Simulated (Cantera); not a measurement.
## Ignition delay

Mixture: 3.84 % C3H8, 20.2 % O2, 76.0 % N2, at 1.00 bar, adiabatic and at constant pressure. Ignition delay is the time to a rise of 400 K.

Detailed kinetics in Cantera: GRI-Mech 3.0 (53 species, 325 reactions). GRI-Mech 3.0 was tuned for natural gas; its chemistry of propane as a main component is partial and can be far from experiment.

```csv
T0 (K),delay (ms)
1200,6.22
1300,0.981
1400,0.230
1500,0.0776
1600,0.0348
1700,0.0193
1800,0.0123
1900,0.00866
```

* **apparent activation energy between 1700 and 1900 K**: 110 kJ/mol
